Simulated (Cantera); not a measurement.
An isothermal, constant-pressure homogeneous reactor starts with H₂ : O₂ : N₂ = 1.3 : 1 : 4 (molar parts), at 1025 K and 0.336 atm. Integrator tolerance rtol = 1e-08.

Cantera simulation using the H2/O2 subset of GRI-Mech 3.0, which has no nitrogen chemistry; the numbers are that mechanism's predictions, not measurements. The temperature is held fixed by assumption; the heat of reaction is taken as removed at once.

**Question.** What does this change do: temperature 1025 to 775 K?

**Answer.** 
```csv
quantity,before,after
x(H₂) at 100 s,2.89e-10 (gas-phase equilibrium 2.89e-10),0.203 (gas-phase equilibrium <1e-12)
x(O₂) at 100 s,0.0619 (gas-phase equilibrium 0.0619),0.157 (gas-phase equilibrium 0.0619)
x(OH) at 100 s,2.72e-7 (gas-phase equilibrium 2.72e-7),1.66e-10 (gas-phase equilibrium 5.84e-10)
x(H₂O) at 100 s,0.230 (gas-phase equilibrium 0.230),0.00340 (gas-phase equilibrium 0.230)
x(H₂O₂) at 100 s,1.29e-10 (gas-phase equilibrium 1.29e-10),0.000467 (gas-phase equilibrium 2.32e-12)
```
Below about 950 K walls govern HO2 and H2O2 in real vessels.
